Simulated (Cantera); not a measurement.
A perfectly stirred reactor is fed with C2H6 : N2 = 1 : 40 (molar parts), at 0.950 bar; it is held at 1500 K, and followed from long to short residence time.

Computed with Cantera and GRI-Mech 3.0 (53 species, 325 reactions). GRI-Mech 3.0 stops at C3 and has no aromatics, soot or wall deposition, so with more carbon than oxygen in the feed, carbon stays in small species such as C2H2 where larger ones or solid carbon would form.

```json
[
 {"quantity": "x(C2H6) at τ = 9.40 s", "before": "5.32e-6", "after": "2.51e-6"},
 {"quantity": "x(CH2) at τ = 9.40 s", "before": "1.19e-9", "after": "1.46e-9"},
 {"quantity": "x(C2H) at τ = 9.40 s", "before": "4.37e-9", "after": "2.70e-9"},
 {"quantity": "x(H2) at τ = 9.40 s", "before": "0.0382", "after": "0.0130"},
 {"quantity": "x(CH3) at τ = 9.40 s", "before": "1.28e-5", "after": "8.79e-6"},
 {"quantity": "x(C2H6) at τ = 94.0 ms", "before": "0.000174", "after": "8.37e-5"},
 {"quantity": "x(CH2) at τ = 94.0 ms", "before": "2.29e-8", "after": "3.00e-8"},
 {"quantity": "x(C2H) at τ = 94.0 ms", "before": "1.58e-8", "after": "1.05e-8"},
 {"quantity": "x(H2) at τ = 94.0 ms", "before": "0.0348", "after": "0.0118"},
 {"quantity": "x(CH3) at τ = 94.0 ms", "before": "6.54e-5", "after": "4.61e-5"}
]
```

**Question.** Which change was made?
A) temperature 1500 to 1998 K
B) N2 40 to 120 parts
C) temperature 1500 to 2000 K
D) temperature 1500 to 1323 K

**Answer.** B, N2 40 to 120 parts
